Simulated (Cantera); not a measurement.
Charge: 1 mol SiO2, 0.59 mol Al2O3, 32 mol H2, equilibrated at 1373 K and 16.0 mbar.

Cantera equilibrium calculation (NASA polynomials, part measured and part estimated; ideal gas, pure solids and liquids). Candidate condensed phases: Al, Al2O3, Al2SiO5, Al6Si2O13, H2O, Si, SiO2; 28 gas species. Mutual solubility and eutectic melting of coexisting phases are not modelled. The tables hold silica as quartz up to 1696 K and as liquid above; real silica turns to tridymite and cristobalite and melts near 1996 K. Condensed phases not in the tables: alloys, solid solutions and most ternary compounds. Equilibrium is a limit: real reactors are often held back by kinetics, nucleation or transport.

Base state: H2 1.000, H2O 4.38e-5, SiO 4.38e-5, H 2.63e-5 (mole fractions); condensed: Al6Si2O13(mullite) + SiO2(β-quartz).

Q: What changes in the equilibrium state with this change: temperature from 1373 K to 1748 K?

A: 
| species | before | after |
|---|---|---|
| H2 | 1.000 | 0.984 |
| SiO | 4.38e-5 | 0.00689 |
| H2O | 4.38e-5 | 0.00688 |
| H | 2.63e-5 | 0.00179 |
| Al6Si2O13(mullite), mol | 0.197 | 0.197 |
| SiO2(β-quartz), mol | 0.605 | 0 |
| SiO2(condensed), mol | 0 | 0.385 |
